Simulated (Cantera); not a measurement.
A diamond (100) surface in a fixed gas of H2 with x(CH4) = 0.012, x(H) = 0.031, x(CH3) = 0.0012, 0.0118 atm; coverages are run to steady state.

Detailed kinetics in Cantera: the Harris–Goodwin 1993 mechanism for the reconstructed diamond (100) surface.

θ: site fractions in the mechanism's names (c6HH fully hydrogenated, c6H* and c6*H radical sites, c6** diradical, c6HM methylated).

```tsv
T (K)	growth (µm/h)	θ c6HH	θ c6H*	θ c6*H	θ c6**	θ c6HM
900	[?]	0.665	0.0101	0.282	0.00420	0.0314
975	[?]	0.601	0.0158	0.345	0.00786	0.0225
1050	8.56	0.540	0.0225	0.401	0.0133	0.0156
1125	8.84	0.485	0.0301	0.450	0.0208	0.00905
1200	[?]	0.435	0.0383	0.489	0.0305	0.00360
1275	[?]	0.390	0.0466	0.519	0.0423	0.00104
1350	[?]	0.350	0.0547	0.538	0.0559	0.000272
```

**Question.** Complete the blanks.

**Answer.** 
- 900, growth (µm/h): 4.34
- 975, growth (µm/h): 6.50
- 1200, growth (µm/h): 6.33
- 1275, growth (µm/h): 4.10
- 1350, growth (µm/h): 3.54
